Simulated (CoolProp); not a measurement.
Vapour-liquid equilibrium of R13 (1) + n-butane (2) at 0.0108 MPa; x and y are mole fractions of (1).

Model: multi-fluid Helmholtz-energy mixture model, Platzer 1990 and Bücker 2006; pair parameters Bell 2016, in CoolProp. This equation is an older, rougher fit; its heat capacities, sound speeds and derivatives of the liquid may be far off and weren't checked against measurements.

Question: Give the bubble temperature and the first vapour's composition at x = 0.65, 0.8, 0.95. Is there an azeotrope?

Answer: x = 0.65: -112.0 °C, y = 0.998; x = 0.8: -113.0 °C, y = 0.998; x = 0.95: -114.4 °C, y = 0.999. No azeotrope shows between x = 0.05 and 0.95.

Pair parameters are fitted to limited data, so mixtures are less certain than the pure fluids. With so large a gap from Raoult's law the liquid may split in two, which this calculation doesn't test in full.
